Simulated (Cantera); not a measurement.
A closed system holds: 1 mol CaO, 1.8 mol HF, 0.07 mol O₂, at 1000 Pa.

These are equilibrium values from Cantera (NASA tables, ideal gas, pure condensed phases), not measurements of a reactor. Candidate condensed phases: Ca, CaF₂, CaO, Ca(OH)₂, H₂O; 29 gas species. Mutual solubility and eutectic melting of coexisting phases are not modelled. Rates play no part.

**Question.** At 1525 K, list the 7 most abundant gas species with their mole fractions, and the condensed phases.

**Answer.** H₂O 0.772, HF 0.161, O₂ 0.0662, OH 0.000638, CaF₂ 0.000368, H₂ 7.89e-5, O 1.46e-5. Condensed: CaF₂(s) + CaO(s).
